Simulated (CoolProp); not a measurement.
Vapour-liquid equilibrium of isohexane (1) + n-hexane (2) at 462.7 K; x and y are mole fractions of (1).

Values from CoolProp's multi-fluid Helmholtz-energy mixture model, Lemmon 2006 and Thol 2019; pair parameters Bell 2016.

```json
[
 {"x": "0.05", "bubble pressure (MPa)": "1.540", "y at the bubble point": "0.055", "dew pressure at overall composition x (MPa)": "1.539", "liquid density (mol/L)": "5.293"},
 {"x": "0.15", "bubble pressure (MPa)": "1.568", "y at the bubble point": "0.163", "dew pressure at overall composition x (MPa)": "1.565", "liquid density (mol/L)": "5.272"},
 {"x": "0.25", "bubble pressure (MPa)": "1.596", "y at the bubble point": "0.269", "dew pressure at overall composition x (MPa)": "1.591", "liquid density (mol/L)": "5.252"},
 {"x": "0.35", "bubble pressure (MPa)": "1.623", "y at the bubble point": "0.372", "dew pressure at overall composition x (MPa)": "1.617", "liquid density (mol/L)": "5.231"},
 {"x": "0.45", "bubble pressure (MPa)": "1.650", "y at the bubble point": "0.473", "dew pressure at overall composition x (MPa)": "1.644", "liquid density (mol/L)": "5.210"},
 {"x": "0.55", "bubble pressure (MPa)": "1.677", "y at the bubble point": "0.572", "dew pressure at overall composition x (MPa)": "1.671", "liquid density (mol/L)": "5.189"},
 {"x": "0.65", "bubble pressure (MPa)": "1.703", "y at the bubble point": "0.669", "dew pressure at overall composition x (MPa)": "1.698", "liquid density (mol/L)": "5.169"},
 {"x": "0.75", "bubble pressure (MPa)": "1.728", "y at the bubble point": "0.765", "dew pressure at overall composition x (MPa)": "1.724", "liquid density (mol/L)": "5.149"},
 {"x": "0.85", "bubble pressure (MPa)": "1.753", "y at the bubble point": "0.860", "dew pressure at overall composition x (MPa)": "1.750", "liquid density (mol/L)": "5.130"},
 {"x": "0.95", "bubble pressure (MPa)": "1.777", "y at the bubble point": "0.953", "dew pressure at overall composition x (MPa)": "1.776", "liquid density (mol/L)": "5.111"}
]
```

No azeotrope shows between x = 0.05 and 0.95.

The pair parameters rest on a limited set of measurements; away from them the model extrapolates.
